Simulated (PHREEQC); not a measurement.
Model water analysis in mmol/kgw, 25 °C, pH 7.2, pe 12.7:

```
constituent           mmol/kgw
--------------------  --------
Na                       0.328
K                        0.785
Ca                        1.38
Mg                       0.276
Cl                        1.23
S(6)                      0.39
Alkalinity (meq/kgw)      2.33
Cu(2)                   0.0011
Cd                     0.00168
Li                       0.111
Zn                      0.0607
```

Valence states are taken as typed.

All values are PHREEQC results (ion-association model, wateq4f.dat), not measurements.

The ionic strength is 0.00626 mol/kgw and the charge-balance error comes out as 3.7 %.

| species | molality | activity | log γ |
|---|---|---|---|
| HCO3- | 0.00226 | 0.00208 | -0.035 |
| Ca+2 | 0.00131 | 0.000942 | -0.142 |
| Cl- | 0.00123 | 0.00113 | -0.037 |
| K+ | 0.000784 | 0.000720 | -0.037 |
| SO4-2 | 0.000331 | 0.000238 | -0.143 |
| Na+ | 0.000327 | 0.000301 | -0.036 |
| CO2 | 0.000295 | 0.000295 | 0.001 |
| Mg+2 | 0.000260 | 0.000189 | -0.140 |
| Li+ | 0.000111 | 0.000102 | -0.035 |
| CaSO4 | 4.47e-5 | 4.48e-5 | 0.001 |
| Zn+2 | 4.05e-5 | 2.93e-5 | -0.140 |
| CaHCO3+ | 2.71e-5 | 2.50e-5 | -0.035 |
| MgSO4 | 1.05e-5 | 1.05e-5 | 0.001 |

Precipitation was switched off in this run. Saturation is exceeded, for instance for Otavite; the values hold only as long as no solid forms. The database's constant for dissolved Cu(OH)2 is higher than later reviews accept. The database's zinc carbonate complexes are estimates, stronger than later reviews accept.
